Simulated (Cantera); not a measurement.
An adiabatic, constant-pressure homogeneous reactor starts with CH₄ : H₂ : O₂ : N₂ = 1 : 0.094 : 3.2 : 12 (molar parts), equivalence ratio 0.64, at 1375 K and 1.01 bar. Integrator tolerance rtol = 1e-08.

Computed with Cantera and GRI-Mech 3.0 (53 species, 325 reactions).

Problem. What does this change do: pressure from 1.01 bar to 10.0 bar?

Solution. 
| quantity | before | after |
|---|---|---|
| time of steepest temperature rise | 2.03 ms | 0.303 ms |
| temperature at 6.00 s | 2491 K | 2557 K |
| equilibrium temperature | 2491 K | 2557 K |
| x(CH₄) at 6.00 s | <1e-12 (gas-phase equilibrium <1e-12) | <1e-12 (gas-phase equilibrium <1e-12) |
| x(H₂) at 6.00 s | 0.00265 (gas-phase equilibrium 0.00265) | 0.00121 (gas-phase equilibrium 0.00121) |
| x(O₂) at 6.00 s | 0.0649 (gas-phase equilibrium 0.0649) | 0.0636 (gas-phase equilibrium 0.0636) |
| x(C₂H) at 6.00 s | <1e-12 (gas-phase equilibrium <1e-12) | <1e-12 (gas-phase equilibrium <1e-12) |
| x(H) at 6.00 s | 0.00124 (gas-phase equilibrium 0.00124) | 0.000356 (gas-phase equilibrium 0.000356) |

Problem. What does this change do: initial temperature 1375 to 1125 K?

Solution. 
```json
[
 {"quantity": "time of steepest temperature rise", "before": "2.03 ms", "after": "33.4 ms"},
 {"quantity": "temperature at 6.00 s", "before": "2491 K", "after": "2341 K"},
 {"quantity": "equilibrium temperature", "before": "2491 K", "after": "2341 K"},
 {"quantity": "x(CH₄) at 6.00 s", "before": "<1e-12 (gas-phase equilibrium <1e-12)", "after": "<1e-12 (gas-phase equilibrium <1e-12)"},
 {"quantity": "x(H₂) at 6.00 s", "before": "0.00265 (gas-phase equilibrium 0.00265)", "after": "0.00125 (gas-phase equilibrium 0.00125)"},
 {"quantity": "x(O₂) at 6.00 s", "before": "0.0649 (gas-phase equilibrium 0.0649)", "after": "0.0658 (gas-phase equilibrium 0.0658)"},
 {"quantity": "x(C₂H) at 6.00 s", "before": "<1e-12 (gas-phase equilibrium <1e-12)", "after": "<1e-12 (gas-phase equilibrium <1e-12)"},
 {"quantity": "x(H) at 6.00 s", "before": "0.00124 (gas-phase equilibrium 0.00124)", "after": "0.000421 (gas-phase equilibrium 0.000421)"}
]
```

Problem. What does this change do: H2 0.094 to 0.07 parts?

Solution. 
| quantity | before | after |
|---|---|---|
| time of steepest temperature rise | 2.03 ms | 2.33 ms |
| temperature at 6.00 s | 2491 K | 2487 K |
| equilibrium temperature | 2491 K | 2487 K |
| x(CH₄) at 6.00 s | <1e-12 (gas-phase equilibrium <1e-12) | <1e-12 (gas-phase equilibrium <1e-12) |
| x(H₂) at 6.00 s | 0.00265 (gas-phase equilibrium 0.00265) | 0.00255 (gas-phase equilibrium 0.00255) |
| x(O₂) at 6.00 s | 0.0649 (gas-phase equilibrium 0.0649) | 0.0656 (gas-phase equilibrium 0.0656) |
| x(C₂H) at 6.00 s | <1e-12 (gas-phase equilibrium <1e-12) | <1e-12 (gas-phase equilibrium <1e-12) |
| x(H) at 6.00 s | 0.00124 (gas-phase equilibrium 0.00124) | 0.00120 (gas-phase equilibrium 0.00120) |
